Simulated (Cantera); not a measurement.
An isothermal, constant-pressure homogeneous reactor starts with 1.08 % CH4, 1.08 % O2, 97.8 % N2, at 1500 K and 9.87 atm.

Cantera simulation using GRI-Mech 3.0 (53 species, 325 reactions); the numbers are that mechanism's predictions, not measurements.

x: mole fraction; the columns are a selection and need not sum to one.

```tsv
t (s)	x CH4	x O2	x O	x CH2	x OH	x CH3
2.00e-5	0.0108	0.0108	___	1.05e-12	3.44e-9	9.50e-7
4.33e-5	0.0108	0.0108	___	4.20e-12	5.33e-9	2.20e-6
9.38e-5	0.0108	0.0108	___	1.74e-11	8.93e-9	4.92e-6
0.000203	0.0107	0.0108	___	5.42e-11	1.43e-8	9.03e-6
0.000440	0.0107	0.0107	___	1.05e-10	2.03e-8	1.25e-5
0.000953	0.0106	0.0107	___	2.21e-10	3.22e-8	1.72e-5
0.00206	0.0103	0.0105	___	6.86e-10	6.72e-8	2.62e-5
0.00447	0.00864	0.00960	___	4.72e-9	2.16e-7	4.12e-5
0.00969	0.00180	0.00145	___	3.41e-8	4.17e-7	2.04e-5
0.0210	0.00138	0.000222	___	3.32e-9	6.87e-8	4.99e-6
0.0454	0.00133	5.53e-5	6.80e-10	6.46e-10	3.18e-8	2.53e-6
0.0984	0.00130	8.49e-6	8.05e-11	1.93e-10	2.29e-8	1.85e-6
0.213	0.00123	2.35e-7	2.70e-12	1.21e-10	2.07e-8	1.62e-6
0.462	0.00112	8.25e-11	<1e-12	1.07e-10	1.95e-8	1.42e-6
1.00	0.000947	<1e-12	<1e-12	9.22e-11	1.84e-8	1.17e-6
```

Q: Some entries are withheld; supply them.

A: 
- 2.00e-5, x O: 1.77e-9
- 4.33e-5, x O: 2.48e-9
- 9.38e-5, x O: 3.96e-9
- 0.000203, x O: 6.29e-9
- 0.000440, x O: 8.81e-9
- 0.000953, x O: 1.37e-8
- 0.00206, x O: 2.82e-8
- 0.00447, x O: 9.38e-8
- 0.00969, x O: 1.16e-7
- 0.0210, x O: 5.20e-9
